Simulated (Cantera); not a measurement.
Input (Python, Cantera):

```python
import numpy as np
import cantera as ct

gas = ct.Solution("gri30.yaml")
gas.TPX = 598, 100000, {'CH4': 1, 'O2': 2.17, 'N2': 7.39}
flame = ct.FreeFlame(gas, width=0.04)
flame.set_refine_criteria(ratio=3, slope=0.08, curve=0.16)
flame.transport_model = "mixture-averaged"
flame.solve(loglevel=0, auto=True)
z, T = flame.grid, flame.T
thick = (T[-1] - T[0]) / np.gradient(T, z).max()
show = ['CH4', 'O2', 'HCO', 'N2O', 'CO', 'H2']
print(f"laminar burning velocity  {flame.velocity[0] * 100:.3f} cm/s")
print(f"burnt temperature         {T[-1]:.1f} K")
print(f"thermal thickness         {thick * 1e3:.4f} mm")
print(f"grid points               {len(z)}")
z0 = z[flame.heat_release_rate.argmax()]
print(f"{'z/mm':>9s}{'T/K':>9s}{'u/(m/s)':>9s}" + "".join(f"{s:>11s}" for s in show))
rows = []
for k in (-3, -2, -1.5, -1, -0.5, -0.25, 0, 0.25, 0.5, 1, 2, 4, 8):
    zz = z0 + k * thick
    rows.append([k * thick, np.interp(zz, z, T), np.interp(zz, z, flame.velocity),
                 *(np.interp(zz, z, flame.X[gas.species_index(s)]) for s in show)])
    print(f"{rows[-1][0] * 1e3:9.3f}{rows[-1][1]:9.1f}{rows[-1][2]:9.3f}" + "".join(f"{x:11.3e}" for x in rows[-1][3:]))
```

Result:

```
laminar burning velocity  144.026 cm/s
burnt temperature         2393.8 K
thermal thickness         0.3053 mm
grid points               155
     z/mm      T/K  u/(m/s)        CH4         O2        HCO        N2O         CO         H2
   -0.916    598.1    1.441  9.462e-02  2.054e-01  2.182e-18  1.034e-13  1.134e-06  6.758e-04
   -0.611    599.0    1.446  9.439e-02  2.050e-01  7.041e-15  2.706e-12  1.936e-05  2.139e-03
   -0.458    604.0    1.460  9.382e-02  2.043e-01  1.231e-12  2.356e-11  1.221e-04  4.124e-03
   -0.305    645.9    1.570  9.054e-02  2.007e-01  8.797e-10  3.639e-10  1.163e-03  8.349e-03
   -0.153    989.5    2.440  6.748e-02  1.723e-01  9.487e-07  7.436e-09  1.283e-02  1.624e-02
   -0.076   1396.7    3.483  3.823e-02  1.317e-01  2.014e-05  2.398e-08  3.101e-02  2.047e-02
    0.000   1791.2    4.508  9.815e-03  8.219e-02  7.837e-05  5.784e-08  5.039e-02  2.090e-02
    0.076   1960.5    4.939  8.537e-04  5.203e-02  3.051e-05  1.011e-07  5.109e-02  1.626e-02
    0.153   2007.5    5.041  3.904e-05  4.094e-02  2.265e-06  1.312e-07  4.259e-02  1.340e-02
    0.305   2059.4    5.141  7.922e-08  3.483e-02  5.832e-08  1.465e-07  3.210e-02  1.255e-02
    0.611   2127.7    5.281  8.582e-12  3.148e-02  3.291e-08  1.536e-07  2.589e-02  1.171e-02
    1.221   2209.6    5.456  1.068e-16  2.864e-02  1.792e-08  1.720e-07  2.226e-02  9.751e-03
    2.442   2291.2    5.626  4.327e-17  2.569e-02  8.229e-09  2.026e-07  1.826e-02  7.437e-03
```

Model: GRI-Mech 3.0 (53 species, 325 reactions), integrated in Cantera. Burning velocities carry a grid error of a few per cent, more on coarse grids.
